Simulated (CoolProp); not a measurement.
Properties of nitrous oxide along the isotherm 187.3 K (Tc = 309.5 K, pc = 7.245 MPa, ω = 0.161).

The numbers come from the reference Helmholtz-energy equation of state, Lemmon 2006 in CoolProp. It is a short technical equation, of lower accuracy than the large ones.

```json
[
 {"p (MPa)": "0.302", "phase": "liquid", "Z": "0.006979", "cp (kJ/(kg K))": "1.720", "Joule-Thomson coefficient (K/MPa)": "-0.2592"},
 {"p (MPa)": "0.604", "phase": "liquid", "Z": "0.01395", "cp (kJ/(kg K))": "1.720", "Joule-Thomson coefficient (K/MPa)": "-0.2597"},
 {"p (MPa)": "0.906", "phase": "liquid", "Z": "0.02092", "cp (kJ/(kg K))": "1.719", "Joule-Thomson coefficient (K/MPa)": "-0.2602"},
 {"p (MPa)": "1.21", "phase": "liquid", "Z": "0.02793", "cp (kJ/(kg K))": "1.718", "Joule-Thomson coefficient (K/MPa)": "-0.2608"},
 {"p (MPa)": "1.51", "phase": "liquid", "Z": "0.03485", "cp (kJ/(kg K))": "1.717", "Joule-Thomson coefficient (K/MPa)": "-0.2613"},
 {"p (MPa)": "1.81", "phase": "liquid", "Z": "0.04175", "cp (kJ/(kg K))": "1.716", "Joule-Thomson coefficient (K/MPa)": "-0.2618"},
 {"p (MPa)": "2.11", "phase": "liquid", "Z": "0.04866", "cp (kJ/(kg K))": "1.715", "Joule-Thomson coefficient (K/MPa)": "-0.2623"},
 {"p (MPa)": "2.41", "phase": "liquid", "Z": "0.05556", "cp (kJ/(kg K))": "1.714", "Joule-Thomson coefficient (K/MPa)": "-0.2628"},
 {"p (MPa)": "2.72", "phase": "liquid", "Z": "0.06268", "cp (kJ/(kg K))": "1.714", "Joule-Thomson coefficient (K/MPa)": "-0.2634"},
 {"p (MPa)": "3.02", "phase": "liquid", "Z": "0.06957", "cp (kJ/(kg K))": "1.713", "Joule-Thomson coefficient (K/MPa)": "-0.2639"}
]
```
